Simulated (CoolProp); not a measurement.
Model: reference Helmholtz-energy equation of state, Penoncello 2003, in CoolProp.

For CHF3 (R23), give the phase and the Z, cp (kJ/(kg K)), Joule-Thomson coefficient (K/MPa), isothermal compressibility (1/MPa) at 71.35 °C and 906 kPa.


- 71.35 °C and 906 kPa: gas; Z 0.958, cp 0.838, Joule-Thomson coefficient 8.45, isothermal compressibility 1.15
